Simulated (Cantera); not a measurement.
An adiabatic, constant-pressure homogeneous reactor starts with 14.9 % CH4, 0.803 % H2, 17.7 % O2, 66.6 % N2, equivalence ratio 1.7, at 1325 K and 330 Torr.

Cantera simulation using GRI-Mech 3.0 (53 species, 325 reactions); the numbers are that mechanism's predictions, not measurements.

Task: Predict: time of steepest temperature rise; temperature at 0.200 s; equilibrium temperature; x(H2) at 0.200 s; x(O2) at 0.200 s; x(CO2) at 0.200 s; x(H) at 0.200 s.

Result: 
```json
{
  "time_of_steepest_temperature_rise": "13.6 ms",
  "temperature at 0.200 s": "2500 K",
  "equilibrium_temperature": "2500 K",
  "x(H2) at 0.200 s": "0.109 (gas-phase equilibrium 0.109)",
  "x(O2) at 0.200 s": "0.000158 (gas-phase equilibrium 0.000158)",
  "x(CO2) at 0.200 s": "0.0242 (gas-phase equilibrium 0.0242)",
  "x(H) at 0.200 s": "0.0126 (gas-phase equilibrium 0.0126)"
}
```
